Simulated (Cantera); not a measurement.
A perfectly stirred reactor is fed with 20.2 % H2, 7.20 % O2, 70.6 % N2, 2.00 % H2O, equivalence ratio 1.4, at 10.0 bar; it is adiabatic with a 473 K inlet, and is followed from long to short residence time, starting on the burning branch (τ in s: 0.023, 0.01, 0.0045, 0.002, 0.00088, 0.00039, 0.00017, 7.6e-05, 3.4e-05, 1.5e-05, 6.6e-06).

Computed with Cantera and GRI-Mech 3.0 (53 species, 325 reactions). The hydrogen kinetics of GRI-Mech 3.0 are dated; newer H2 mechanisms differ, most at raised pressure.

x: mole fraction; the columns are a selection and need not sum to one.

```csv
τ (s),T (K),x H2,x O2,x H2O,x O,x HO2,x NO2,x NO
0.023,1580,0.0622,0.000109,0.176,3.07e-7,(withheld),1.43e-11,2.90e-7
0.010,1578,0.0623,0.000169,0.176,6.89e-7,(withheld),2.46e-11,4.40e-7
0.0045,1575,0.0624,0.000258,0.176,1.50e-6,(withheld),4.01e-11,6.35e-7
0.0020,1571,0.0625,0.000398,0.176,3.29e-6,(withheld),6.52e-11,9.02e-7
0.00088,1565,0.0627,0.000621,0.175,7.27e-6,(withheld),1.07e-10,1.27e-6
0.00039,1556,0.0631,0.000978,0.174,1.58e-5,(withheld),1.79e-10,1.73e-6
0.00017,1541,0.0639,0.00159,0.173,3.44e-5,(withheld),3.04e-10,2.29e-6
7.6e-5,1519,0.0655,0.00264,0.170,7.10e-5,(withheld),5.12e-10,2.79e-6
3.4e-5,1482,0.0692,0.00474,0.165,0.000138,(withheld),8.41e-10,2.93e-6
1.5e-5,473,0.202,0.0720,0.0200,<1e-12,<1e-12,<1e-12,<1e-12
6.6e-6,473,0.202,0.0720,0.0200,<1e-12,<1e-12,<1e-12,<1e-12
```

Question: Complete the blanks.

Answer: 
- 0.023, x HO2: 6.70e-7
- 0.010, x HO2: 1.09e-6
- 0.0045, x HO2: 1.71e-6
- 0.0020, x HO2: 2.71e-6
- 0.00088, x HO2: 4.31e-6
- 0.00039, x HO2: 6.91e-6
- 0.00017, x HO2: 1.14e-5
- 7.6e-5, x HO2: 1.95e-5
- 3.4e-5, x HO2: 3.62e-5
